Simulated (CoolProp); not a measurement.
R236EA at 298.15 K and 0.118 MPa flows at 0.58 m/s in a round tube of 2 mm bore and 15 µm roughness, fully developed (64/Re and Nu = 3.66 if laminar; Colebrook and Gnielinski if turbulent). Each further row changes one setting.

Model: reference Helmholtz-energy equation of state, Rui 2013, in CoolProp.

| case | Reynolds number | Darcy friction factor | pressure drop (Pa/m) | heat-transfer coefficient (W/(m² K)) | mass flow (kg/h) |
|---|---|---|---|---|---|
| as stated | 804 | 0.0796 | 50.5 | 26.4 | 0.0495 |
| velocity 1.16 m/s | 1610 | 0.0398 | 101 | 26.4 | 0.0989 |
| diameter 4 mm | 1610 | 0.0398 | 12.6 | 13.2 | 0.198 |

Viscosity comes from a separate model (Huber 2003), an estimate that may be off by 10 % or more. Thermal conductivity comes from a separate model (Huber 2003), an estimate that may be off by 10 % or more.
